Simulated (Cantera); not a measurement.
An isothermal, constant-pressure homogeneous reactor starts with 16.1 % C2H4, 83.9 % H2, at 1650 K and 0.0133 bar.

Computed with Cantera and GRI-Mech 3.0 (53 species, 325 reactions). GRI-Mech 3.0 was tuned for natural gas; its chemistry of ethylene as a main component is partial and can be far from experiment. GRI-Mech 3.0 stops at C3 and has no aromatics, soot or wall deposition, so with more carbon than oxygen in the feed, carbon stays in small species such as C2H2 where larger ones or solid carbon would form. Radical loss at walls, strong at low pressure, is not modelled.

x: mole fraction; the columns are a selection and need not sum to one.

```
t (s)       x C2H4   x H2     x CH3    x C2H2       x H     x CH2     x C2H
--------  --------  -----  --------  --------  --------  --------  --------
5.00e-6      0.161  0.839    <1e-12   8.64e-6   9.35e-9    <1e-12    <1e-12
3.52e-5      0.161  0.839  5.91e-12   6.08e-5   7.15e-8  1.58e-12    <1e-12
0.000247     0.161  0.839  2.97e-10  0.000429   5.19e-7  4.26e-11  1.16e-12
0.00174      0.158  0.839   3.17e-9   0.00305   3.69e-6  4.14e-10  5.87e-11
0.0122       0.135  0.842   2.11e-8    0.0227   2.28e-5   2.27e-9   2.68e-9
0.0862      0.0338  0.856   4.55e-8     0.110   5.50e-5   1.36e-9   3.07e-8
0.606     0.000116  0.860   6.26e-7     0.139  0.000658  5.26e-10   4.63e-7
4.26      0.000115  0.860       [?]     0.139  0.000736       [?]   5.17e-7
30.0      0.000115  0.860       [?]     0.139  0.000735       [?]   5.17e-7
```

Complete the blanks.


- 4.26, x CH3: 1.73e-6
- 4.26, x CH2: 1.51e-9
- 30.0, x CH3: 7.91e-6
- 30.0, x CH2: 6.69e-9
